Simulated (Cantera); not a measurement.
Feed: 1 mol c-C₄F₈, 1.1 mol CH₄, 0.35 mol H₂, equilibrated at 13.3 mbar.

These are equilibrium values from Cantera (NASA tables, ideal gas, pure condensed phases), not measurements of a reactor. Candidate condensed phases: C, C₆H₆, C₇H₈, C₈H₁₈; 95 gas species. The feed counts by its element totals alone. Gases not in the tables: C₂F₆ and larger saturated fluorocarbons. Rates play no part. All values below are at 2173 K.

Base state: HF 0.797, CF₂ 0.0832, F 0.0632, CF₄ 0.0536, CF₃ 0.00279, CF 0.000642, H 1.73e-5 (mole fractions); condensed: C(graphite).

Problem. What changes in the equilibrium state with this change: pressure from 13.3 mbar to 32.0 Pa?

Solution. 
```
species            before     after
----------------  -------  --------
HF                  0.797     0.665
F                  0.0632     0.290
CF₂                0.0832    0.0419
CF₄                0.0536  0.000326
CF₃               0.00279  0.000154
H                 1.73e-5  0.000131
C(graphite), mol     4.20      4.75
```
